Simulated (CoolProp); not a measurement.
A single-stage vapour-compression cycle with R21: evaporating at 323.15 K (dew point), condensing at 366.15 K (bubble point), superheat 10 K, subcooling 5 K, compressor efficiency 0.6, no pressure losses. Each further row changes one setting.

The numbers come from the reference Helmholtz-energy equation of state, Platzer 1990 in CoolProp. This equation is an older, rougher fit; its heat capacities, sound speeds and derivatives of the liquid may be far off and weren't checked against measurements.

| case | cooling COP | pressure ratio | discharge temperature (K) | refrigerating effect (kJ/kg) | volumetric capacity (kJ/m³) |
|---|---|---|---|---|---|
| as stated | (withheld) | 2.89 | 411.0 | 179 | 2870 |
| evaporating temperature 328.15 K | (withheld) | 2.51 | (withheld) | (withheld) | (withheld) |
| condensing temperature 361.15 K | (withheld) | 2.59 | 402.8 | 185 | 2960 |
| subcooling 10 K | 4.04 | 2.89 | 411.0 | 185 | 2960 |
| superheat 20 K | 3.90 | 2.89 | 422.3 | 186 | 2870 |
| compressor efficiency 0.5 | (withheld) | 2.89 | 422.7 | 179 | 2870 |

**Question.** What belongs in the gaps?

**Answer.** 
- as stated, cooling COP: 3.91
- evaporating temperature 328.15 K, cooling COP: 4.57
- evaporating temperature 328.15 K, discharge temperature (K): 406.2
- evaporating temperature 328.15 K, refrigerating effect (kJ/kg): 181
- evaporating temperature 328.15 K, volumetric capacity (kJ/m³): 3320
- condensing temperature 361.15 K, cooling COP: 4.52
- compressor efficiency 0.5, cooling COP: 3.26
